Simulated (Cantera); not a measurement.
Cantera run, input and output.

```python
import numpy as np
import cantera as ct

gas = ct.Solution("h2o2.yaml")


def delay(T, t_max=10):
    gas.TPX = T, 1000000, {'H2': 1, 'O2': 1.14, 'N2': 5.8}
    reactor = ct.IdealGasReactor(gas, clone=False)
    net = ct.ReactorNet([reactor])
    net.rtol, net.atol = 1e-8, 1e-16
    while net.time < t_max:
        t_old, T_old = net.time, reactor.T
        net.step()
        if reactor.T > T + 400:  # ignition: a rise of 400 K
            return t_old + (T + 400 - T_old) / (reactor.T - T_old) * (net.time - t_old)
    return np.nan


taus = []
for T in [1075, 1150, 1225, 1300, 1375, 1450, 1525]:
    taus.append(delay(T))
    print(f"T0 = {T:6g} K   tau = {taus[-1]:.4e} s")
```

Output:

```
T0 =   1075 K   tau = 2.4802e-03 s
T0 =   1150 K   tau = 4.0239e-04 s
T0 =   1225 K   tau = 2.8361e-05 s
T0 =   1300 K   tau = 6.6170e-06 s
T0 =   1375 K   tau = 3.6718e-06 s
T0 =   1450 K   tau = 2.5055e-06 s
T0 =   1525 K   tau = 1.8893e-06 s
```

Computed with Cantera and the H2/O2 subset of GRI-Mech 3.0, which has no nitrogen chemistry. The hydrogen kinetics of GRI-Mech 3.0 are dated; newer H2 mechanisms differ, most at raised pressure.
